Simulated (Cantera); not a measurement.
An adiabatic, constant-volume homogeneous reactor starts with 20.5 % CO, 0.984 % H₂, 15.8 % O₂, 59.4 % N₂, 3.28 % H₂O, at 1050 K and 1.00 bar.

Detailed kinetics in Cantera: GRI-Mech 3.0 (53 species, 325 reactions).

Predict: time of steepest temperature rise; temperature at 5.00 s; equilibrium temperature; x(CO) at 5.00 s; x(H₂) at 5.00 s; x(O₂) at 5.00 s; x(H₂O) at 5.00 s; x(NO) at 5.00 s; x(H₂O₂) at 5.00 s; x(HO₂) at 5.00 s.


```
Property                                                            Result
---------------------------------  ---------------------------------------
time of steepest temperature rise                                 0.672 ms
temperature at 5.00 s                                               2627 K
equilibrium temperature                                             2627 K
x(CO) at 5.00 s                      0.0352 (gas-phase equilibrium 0.0352)
x(H₂) at 5.00 s                    0.00117 (gas-phase equilibrium 0.00117)
x(O₂) at 5.00 s                      0.0626 (gas-phase equilibrium 0.0626)
x(H₂O) at 5.00 s                     0.0409 (gas-phase equilibrium 0.0409)
x(NO) at 5.00 s                      0.0141 (gas-phase equilibrium 0.0141)
x(H₂O₂) at 5.00 s                  1.42e-7 (gas-phase equilibrium 1.42e-7)
x(HO₂) at 5.00 s                   6.21e-6 (gas-phase equilibrium 6.21e-6)
```
